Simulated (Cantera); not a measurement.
Feed: 1 mol Pb, 2.8 mol H2, equilibrated at 1398 K and 0.100 bar.

These are equilibrium values from Cantera (NASA tables, ideal gas, pure condensed phases), not measurements of a reactor. Candidate condensed phases: Pb; 4 gas species. Kinetics and transport are ignored.

Base state: H2 0.915, Pb 0.0852, Pb2 1.77e-5, H 1.43e-5 (mole fractions); condensed: Pb(l).

Q: What changes in the equilibrium state with this change: pressure from 0.100 bar to 0.000970 bar?

A: 
| species | before | after |
|---|---|---|
| H2 | 0.915 | 0.737 |
| Pb | 0.0852 | 0.263 |
| H | 1.43e-5 | 0.000130 |
| Pb2 | 1.77e-5 | 1.64e-6 |
| Pb(l), mol | 0.739 | 0 |

Q: What changes in the equilibrium state with this change: temperature from 1398 K to 800 K?

A: 
```json
[
 {"species": "H2", "before": "0.915", "after": "1.000"},
 {"species": "Pb", "before": "0.0852", "after": "6.14e-7"},
 {"species": "Pb2", "before": "1.77e-5", "after": "<1e-9"},
 {"species": "H", "before": "1.43e-5", "after": "<1e-9"},
 {"species": "Pb(l), mol", "before": "0.739", "after": "1.000"}
]
```

Q: What changes in the equilibrium state with this change: temperature from 1398 K to 1448 K?

A: 
```csv
species,before,after
H2,0.915,0.854
Pb,0.0852,0.146
Pb2,1.77e-5,4.34e-5
H,1.43e-5,2.69e-5
"Pb(l), mol",0.739,0.521
```
